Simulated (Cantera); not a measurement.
An isothermal, constant-pressure homogeneous reactor starts with 24.4 % CH4, 75.6 % H2O, at 1575 K and 750 Torr.

Computed with Cantera and GRI-Mech 3.0 (53 species, 325 reactions).

One state of this run: x CH4 = 0.207; x H2O = 0.737; x H2 = 0.0402; x CO = 0.000519; x CH2CO = 1.36e-5. x: mole fraction; the columns are a selection and need not sum to one.

**Question.** Which value of t (s) does it belong to?
(A) 2.00
(B) 0.0100
(C) 0.000188
(D) 0.000707

**Answer.** B, 0.0100
